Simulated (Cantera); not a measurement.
Feed: 1 mol Ta, 0.49 mol CO2, 48 mol H2, at 2600 K and 4.40e-5 bar.

These are equilibrium values from Cantera (NASA tables, ideal gas, pure condensed phases), not measurements of a reactor. Candidate condensed phases: C, C6H6, C7H8, C8H18, H2O, Ta, TaC, Ta2O5; 113 gas species. Condensed phases not in the tables: Ta2C, N, O or C dissolved in the metal. Equilibrium is a limit: real reactors are often held back by kinetics, nucleation or transport.

Base state: H 0.962, H2 0.0276, CO 0.00519, TaO 0.00514, Ta 0.000101, O 2.71e-5, TaO2 1.09e-5 (mole fractions); condensed: Ta(s).

What changes in the equilibrium state with this change: Ta replaced by Ta(OEt)5?


```
species        before    after
-----------  --------  -------
H               0.962    0.913
CO            0.00519   0.0476
H2             0.0276   0.0249
C             1.15e-8  0.00696
Ta           0.000101  3.10e-7
C3              <1e-9  0.00595
TaO           0.00514    <1e-9
Ta(s), mol      0.504        0
TaC(s), mol         0    1.000
```
The feed counts by its element totals alone. TaC: taken at fixed stoichiometry. Condensed phases not in the tables: Ta2C.
